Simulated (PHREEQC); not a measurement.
A solution holds 0.018 mol/kgw HBr and 0.056 mol/kgw NiCl2, at 85 °C. Closed to the air; pH follows from the charge balance.

Equilibrium calculation in PHREEQC: ion-association model, wateq4f.dat.

```
quantity                  before   after
------------------------  ------  ------
pH                          1.85    4.82
ionic strength (mol/kgw)   0.175   0.195
Cl- (mol/kgw)              0.107  0.0995
Br- (mol/kgw)             0.0172  0.0345
```

Problem. Which change was made?
(A) HBr replaced by ZnBr2 at the same molality
(B) HBr from 0.018 to 0.027 mol/kgw
(C) NiCl2 replaced by CaCl2 at the same molality
(D) HBr from 0.018 to 0.0036 mol/kgw
(E) NiCl2 from 0.056 to 0.0056 mol/kgw

Solution. A, HBr replaced by ZnBr2 at the same molality

This is a speciation only: nothing precipitates in the calculation. At this temperature some constants are extrapolated from 25 °C, and those without enthalpy data are left unchanged.
